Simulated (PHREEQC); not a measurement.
Buffer (model solution)

Consider water at 25 °C with 12 mmol/kgw NaH2PO4 and 4 mmol/kgw NH3. Closed to the air; pH follows from the charge balance.

Equilibrium calculation in PHREEQC: ion-association model, phreeqc.dat.

Precipitation was switched off in this run.

Question: What pH does the model give?

Answer: pH 6.72.

Question: In which forms is P present?

Answer: H2PO4- 67 %, HPO4-2 33 % of the P.
